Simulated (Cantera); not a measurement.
Cantera run:

```python
import numpy as np
import cantera as ct

gas_names = """
    C CN CO CO2 C2 CCN CNC C2N2 C2O C3 C3O2 C4 C4N2 C5 N NCO NO NO2 NO3 N2 N2O O O2 O3 Pb PbO Pb2
""".split()
cond_names = """
    C(gr) Pb(cr) Pb(L) PbO(rd) PbO(yw) PbO(L) PbO2(s) Pb3O4(s)
""".split()


# ... load() reads the species with a 1 bar reference pressure and builds the phases ...
atoms = {
    'PbO': {'Pb': 1, 'O': 1},
    'C': {'C': 1},
    'N2': {'N': 2},
}
top_T = {'C(gr)': 4500, 'Pb3O4(s)': 820}  # K; cautious upper limits of use, not melting points


# ... equilibrate(T, P, feed) seeds the gas with the atoms and calls Mixture.equilibrate('TP', solver="vcs", rtol=1e-11, max_steps=5000) ...
results = []
feed = {'PbO': 1, 'C': 0.4, 'N2': 6.2}  # mol
P = 790000  # Pa
for T in [1898, 1948, 1998, 2048, 2098, 2148, 2198, 2248]:
    mix = equilibrate(T, P, feed)
    results.append((T, P, feed, dict(zip(mix.species_names, mix.species_moles))))
    x = sorted(zip(gas.X, gas.species_names), reverse=True)
    print(f"T = {T:g} K  P = {P:g} Pa  gas = {mix.phase_moles(0):.4g} mol")
    print("   x: " + "  ".join(f"{s} {v:.3e}" for v, s in x if v > 1e-06))
    print("   condensed (mol): " + ("  ".join(f"{mix.phase(i).name} {mix.phase_moles(i):.4g}"
          for i in range(1, mix.n_phases) if mix.phase_moles(i) > 1e-12) or "none"))
```

It prints:

```
T = 1898 K  P = 790000 Pa  gas = 7.273 mol
   x: N2 8.524e-01  Pb 6.347e-02  CO2 5.348e-02  PbO 2.883e-02  CO 1.511e-03  Pb2 1.904e-04  NO 8.768e-05  O2 4.596e-05
   condensed (mol): Pb(L) 0.3259
T = 1948 K  P = 790000 Pa  gas = 7.452 mol
   x: N2 8.320e-01  Pb 8.480e-02  CO2 5.123e-02  PbO 2.911e-02  CO 2.445e-03  Pb2 3.064e-04  NO 9.357e-05  O2 3.982e-05
   condensed (mol): Pb(L) 0.1466
T = 1998 K  P = 790000 Pa  gas = 7.598 mol
   x: N2 8.160e-01  Pb 1.012e-01  CO2 4.918e-02  PbO 2.960e-02  CO 3.471e-03  Pb2 3.953e-04  NO 1.109e-04  O2 4.296e-05  O 1.536e-06
   condensed (mol): none
T = 2048 K  P = 790000 Pa  gas = 7.598 mol
   x: N2 8.159e-01  Pb 1.007e-01  CO2 4.849e-02  PbO 3.019e-02  CO 4.156e-03  Pb2 3.558e-04  NO 1.571e-04  O2 6.591e-05  O 2.770e-06
   condensed (mol): none
T = 2098 K  P = 790000 Pa  gas = 7.599 mol
   x: N2 8.158e-01  Pb 1.001e-01  CO2 4.773e-02  PbO 3.080e-02  CO 4.908e-03  Pb2 3.211e-04  NO 2.194e-04  O2 9.960e-05  O 4.868e-06
   condensed (mol): none
T = 2148 K  P = 790000 Pa  gas = 7.6 mol
   x: N2 8.156e-01  Pb 9.956e-02  CO2 4.691e-02  PbO 3.143e-02  CO 5.725e-03  NO 3.024e-04  Pb2 2.907e-04  O2 1.482e-04  O 8.352e-06
   condensed (mol): none
T = 2198 K  P = 790000 Pa  gas = 7.601 mol
   x: N2 8.154e-01  Pb 9.897e-02  CO2 4.602e-02  PbO 3.206e-02  CO 6.604e-03  NO 4.111e-04  Pb2 2.640e-04  O2 2.171e-04  O 1.400e-05
   condensed (mol): none
T = 2248 K  P = 790000 Pa  gas = 7.603 mol
   x: N2 8.152e-01  Pb 9.840e-02  CO2 4.507e-02  PbO 3.265e-02  CO 7.545e-03  NO 5.515e-04  O2 3.128e-04  Pb2 2.405e-04  O 2.294e-05
   condensed (mol): none
```

Equilibrium computed with Cantera from the NASA thermochemical tables; the gas is ideal and each condensed phase is pure. Gases not in the tables: (PbO)n polymers.
